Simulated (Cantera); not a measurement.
Feed: 1 mol SiH2Cl2, 0.0061 mol Cl2, 110 mol H2, at 1648 K and 1.33 mbar.

Equilibrium computed with Cantera from the NASA thermochemical tables; the gas is ideal and each condensed phase is pure. Candidate condensed phases: Si; 19 gas species. The tables' values for SiCl are old estimates; treat these amounts as uncertain. Rates play no part.

Base state: H2 0.980, HCl 0.0160, H 0.00241, SiCl2 0.000930, Si 0.000193, Cl 3.09e-5, SiCl 2.64e-5, SiH 1.28e-5 (mole fractions); condensed: Si(s).

Problem. What changes in the equilibrium state with this change: SiH2Cl2 replaced by Si3H8?

Solution. 
```csv
species,before,after
H2,0.980,0.997
H,0.00241,0.00244
Si,0.000193,0.000193
HCl,0.0160,0.000106
SiCl2,0.000930,4.03e-8
Cl,3.09e-5,2.04e-7
SiCl,2.64e-5,1.74e-7
SiH,1.28e-5,1.30e-5
"Si(s), mol",0.868,2.98
```
The feed counts by its element totals alone.

Problem. What changes in the equilibrium state with this change: pressure from 1.33 mbar to 13.3 mbar?

Solution. 
```tsv
species	before	after
H2	0.980	0.982
HCl	0.0160	0.0161
SiCl2	0.000930	0.000933
H	0.00241	0.000764
Si	0.000193	1.93e-5
SiH	1.28e-5	4.07e-6
Cl	3.09e-5	9.81e-6
Si(s), mol	0.868	0.891
```
